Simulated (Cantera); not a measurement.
Cantera run:

```python
import numpy as np
import cantera as ct

gas_names = """
    O OH
""".split()
cond_names = """
    LiOH(s) LiOH(L) Li2O(s) Li2O(L)
""".split()


# ... load() reads the species with a 1 bar reference pressure and builds the phases ...
species = {s.name: s for s in load("nasa_gas.yaml", gas_names) + load("nasa_condensed.yaml", cond_names)}
# Each term lists the table entries of one substance; the one whose range holds T is used.
reactions = {
    'O(g) + 2 LiOH = 2 OH(g) + Li2O':
        [(-1, ['O']), (-2, ['LiOH(s)', 'LiOH(L)']), (2, ['OH']), (1, ['Li2O(s)', 'Li2O(L)'])],
}


def pick(names, T):
    return next(species[n] for n in names if species[n].thermo.min_temp <= T <= species[n].thermo.max_temp)


results = []
for label, terms in reactions.items():
    print(label)
    print("     T/K   dH/kJ  dS/(J/K)   dG/kJ   log10 K")
    for T in [900, 950, 1000, 1050, 1100, 1150, 1200, 1250, 1300, 1350]:
        used = [(nu, pick(names, T)) for nu, names in terms]
        dH = sum(nu * s.thermo.h(T) for nu, s in used) / 1e6
        dS = sum(nu * s.thermo.s(T) for nu, s in used) / 1e3
        dG = dH - T * dS / 1e3
        logK = -dG * 1e6 / (ct.gas_constant * T * np.log(10))
        results.append((label, T, dH, dS, dG, logK, [s.name for _, s in used]))
        print(f"{T:8g} {dH:8.1f} {dS:8.1f} {dG:8.1f} {logK:8.2f}")
```

Output:

```
O(g) + 2 LiOH = 2 OH(g) + Li2O
     T/K   dH/kJ  dS/(J/K)   dG/kJ   log10 K
     900    141.4     75.0     73.9    -4.29
     950    138.9     72.3     70.2    -3.86
    1000    136.5     69.8     66.7    -3.48
    1050    134.5     67.5     63.7    -3.17
    1100    132.3     65.4     60.3    -2.87
    1150    130.1     63.5     57.1    -2.59
    1200    128.1     61.7     54.0    -2.35
    1250    126.1     60.1     50.9    -2.13
    1300    124.2     58.6     48.0    -1.93
    1350    122.3     57.2     45.1    -1.74
```

Cantera with NASA thermochemical tables; ideal gases at 1 bar, condensed phases pure. Condensed species are held in their standard states even where they would react or evaporate.
